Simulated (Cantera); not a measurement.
## Stirred combustor or abatement burner

A perfectly stirred reactor is fed with H₂ : O₂ : N₂ : H₂O = 1 : 0.455 : 4.55 : 1.5 (molar parts), equivalence ratio 1.1, at 4.93 atm; it is adiabatic with a 800 K inlet, and is followed from long to short residence time, starting on the burning branch (τ in s: 0.44, 0.19, 0.085, 0.037, 0.016, 0.0071, 0.0031, 0.0014, 0.00059, 0.00026, 0.00011, 4.9e-05, 2.2e-05).

Model: the H2/O2 subset of GRI-Mech 3.0, which has no nitrogen chemistry, integrated in Cantera. The hydrogen kinetics of GRI-Mech 3.0 are dated; newer H2 mechanisms differ, most at raised pressure.

| τ (s) | T (K) | x H₂ | x O₂ | x H₂O | x H | x O | x OH |
|---|---|---|---|---|---|---|---|
| 0.44 | 1654 | 0.0129 | 5.17e-5 | 0.342 | 6.49e-5 | 3.53e-7 | 7.87e-5 |
| 0.19 | 1653 | 0.0129 | 8.47e-5 | 0.341 | 9.46e-5 | 7.49e-7 | 0.000114 |
| 0.085 | 1652 | 0.0131 | 0.000137 | 0.341 | 0.000135 | 1.51e-6 | 0.000161 |
| 0.037 | 1650 | 0.0132 | 0.000227 | 0.341 | 0.000194 | 3.08e-6 | 0.000227 |
| 0.016 | 1647 | 0.0135 | 0.000376 | 0.341 | 0.000279 | 6.19e-6 | 0.000317 |
| 0.0071 | 1642 | 0.0140 | 0.000612 | 0.340 | 0.000398 | 1.20e-5 | 0.000432 |
| 0.0031 | 1635 | 0.0148 | 0.000991 | 0.339 | 0.000576 | 2.31e-5 | 0.000585 |
| 0.0014 | 1625 | 0.0159 | 0.00155 | 0.337 | 0.000827 | 4.25e-5 | 0.000767 |
| 0.00059 | 1609 | 0.0176 | 0.00247 | 0.335 | 0.00124 | 8.00e-5 | 0.00100 |
| 0.00026 | 1586 | 0.0201 | 0.00378 | 0.331 | 0.00182 | 0.000140 | 0.00124 |
| 0.00011 | 1551 | 0.0240 | 0.00585 | 0.326 | 0.00267 | 0.000238 | 0.00145 |
| 4.9e-5 | 1502 | 0.0301 | 0.00904 | 0.318 | 0.00361 | 0.000358 | 0.00150 |
| 2.2e-5 | 800 | 0.133 | 0.0606 | 0.200 | <1e-12 | <1e-12 | <1e-12 |
x: mole fraction; the columns are a selection and need not sum to one.
